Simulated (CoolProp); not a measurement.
Vapour-liquid equilibrium of dimethyl carbonate (1) + n-heptane (2) at 1.08 MPa; x and y are mole fractions of (1).

Model: multi-fluid Helmholtz-energy mixture model, Zhou 2011 and Span 2003; pair parameters Bell 2016, in CoolProp.

```json
[
 {"x": "0.05", "bubble temperature (K)": "(withheld)", "y at the bubble point": "(withheld)", "dew temperature at overall composition x (K)": "476.4", "liquid density (mol/L)": "5.017"},
 {"x": "0.2", "bubble temperature (K)": "463.5", "y at the bubble point": "0.326", "dew temperature at overall composition x (K)": "469.3", "liquid density (mol/L)": "5.467"},
 {"x": "0.35", "bubble temperature (K)": "457.8", "y at the bubble point": "0.468", "dew temperature at overall composition x (K)": "462.5", "liquid density (mol/L)": "5.933"},
 {"x": "0.5", "bubble temperature (K)": "455.0", "y at the bubble point": "(withheld)", "dew temperature at overall composition x (K)": "(withheld)", "liquid density (mol/L)": "6.463"},
 {"x": "0.65", "bubble temperature (K)": "454.0", "y at the bubble point": "0.657", "dew temperature at overall composition x (K)": "454.0", "liquid density (mol/L)": "(withheld)"},
 {"x": "0.8", "bubble temperature (K)": "454.7", "y at the bubble point": "0.758", "dew temperature at overall composition x (K)": "455.5", "liquid density (mol/L)": "7.855"},
 {"x": "0.95", "bubble temperature (K)": "(withheld)", "y at the bubble point": "0.917", "dew temperature at overall composition x (K)": "459.4", "liquid density (mol/L)": "8.749"}
]
```

Question: What belongs in the gaps?

Answer: 
- 0.05, bubble temperature (K): 473.9
- 0.05, y at the bubble point: 0.102
- 0.5, y at the bubble point: 0.569
- 0.5, dew temperature at overall composition x (K): 456.8
- 0.65, liquid density (mol/L): 7.094
- 0.95, bubble temperature (K): 458.5

y crosses x between x = 0.65 and 0.8: the model has an azeotrope there.

Pair parameters are fitted to limited data, so mixtures are less certain than the pure fluids.
